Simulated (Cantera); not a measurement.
Charge: 1 mol AlCl3, 5.1 mol H2O, 13 mol H2, at 1200 K and 65.0 mbar.

Cantera equilibrium calculation (NASA polynomials, part measured and part estimated; ideal gas, pure solids and liquids). Candidate condensed phases: Al, AlCl3, Al2O3, H2O; 29 gas species. Rates play no part.

Base state: H2 0.663, H2O 0.184, HCl 0.153 (mole fractions); condensed: Al2O3(s).

What changes in the equilibrium state with this change: temperature from 1200 K to 2125 K?


```json
[
 {"species": "H2", "before": "0.663", "after": "0.654"},
 {"species": "H2O", "before": "0.184", "after": "0.182"},
 {"species": "HCl", "before": "0.153", "after": "0.150"},
 {"species": "H", "before": "6.30e-7", "after": "0.0115"},
 {"species": "AlCl", "before": "<1e-9", "after": "3.45e-5"},
 {"species": "OH", "before": "1.39e-9", "after": "0.000398"},
 {"species": "Cl", "before": "1.26e-7", "after": "0.00194"},
 {"species": "AlOCl", "before": "<1e-9", "after": "1.29e-5"},
 {"species": "Al2O3(s), mol", "before": "0.500", "after": "0.499"}
]
```
Gases not in the tables: Al(OH)3.
